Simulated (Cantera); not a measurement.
A perfectly stirred reactor is fed with H2 : O2 : N2 = 0.36 : 1 : 0.62 (molar parts), at 113 Torr; it is held at 873 K, and followed from long to short residence time.

Computed with Cantera and GRI-Mech 3.0 (53 species, 325 reactions). Below about 950 K walls govern HO2 and H2O2 in real vessels. The temperature is held fixed by assumption; the heat of reaction is taken as removed at once.

Task: Predict: x(H2) at τ = 2.10 s; x(O2) at τ = 2.10 s; x(H2O) at τ = 2.10 s; x(HO2) at τ = 2.10 s; x(H2) at τ = 21.0 ms; x(O2) at τ = 21.0 ms; x(H2O) at τ = 21.0 ms; x(NO) at τ = 21.0 ms; x(HO2) at τ = 21.0 ms.

Result: 
- x(H2) at τ = 2.10 s: 0.0499
- x(O2) at τ = 2.10 s: 0.469
- x(H2O) at τ = 2.10 s: 0.144
- x(HO2) at τ = 2.10 s: 7.45e-5
- x(H2) at τ = 21.0 ms: 0.0537
- x(O2) at τ = 21.0 ms: 0.470
- x(H2O) at τ = 21.0 ms: 0.141
- x(NO) at τ = 21.0 ms: 1.46e-9
- x(HO2) at τ = 21.0 ms: 0.000116
